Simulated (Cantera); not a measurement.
An adiabatic, constant-pressure homogeneous reactor starts with CO : H2 : O2 : N2 = 1 : 0.69 : 1.3 : 4.89 (molar parts), at 1650 K and 5.00 bar. Integrator tolerance rtol = 1e-08.

Computed with Cantera and GRI-Mech 3.0 (53 species, 325 reactions). The hydrogen kinetics of GRI-Mech 3.0 are dated; newer H2 mechanisms differ, most at raised pressure.

```
quantity                                                            before                                    after
---------------------------------  ---------------------------------------  ---------------------------------------
time of steepest temperature rise                                  2.53 µs                                  6.39 µs
temperature at 1.00 s                                               2809 K                                   2682 K
equilibrium temperature                                             2809 K                                   2682 K
x(CO) at 1.00 s                      0.0303 (gas-phase equilibrium 0.0303)    0.0196 (gas-phase equilibrium 0.0196)
x(H2) at 1.00 s                    0.00335 (gas-phase equilibrium 0.00335)  0.00215 (gas-phase equilibrium 0.00215)
x(O2) at 1.00 s                      0.0638 (gas-phase equilibrium 0.0638)    0.0622 (gas-phase equilibrium 0.0622)
x(CO2) at 1.00 s                       0.108 (gas-phase equilibrium 0.108)      0.120 (gas-phase equilibrium 0.120)
x(NO2) at 1.00 s                   1.56e-5 (gas-phase equilibrium 1.56e-5)  1.42e-5 (gas-phase equilibrium 1.42e-5)
x(NO) at 1.00 s                      0.0190 (gas-phase equilibrium 0.0190)    0.0157 (gas-phase equilibrium 0.0157)
x(N2O) at 1.00 s                   2.19e-6 (gas-phase equilibrium 2.19e-6)  1.81e-6 (gas-phase equilibrium 1.81e-6)
```

### Question
What was changed between the two runs?
A. initial temperature 1650 to 1773 K
B. pressure from 5.00 bar to 10.0 bar
C. initial temperature 1650 to 1373 K
D. O2 1.3 to 0.42 parts

### Answer
C, initial temperature 1650 to 1373 K
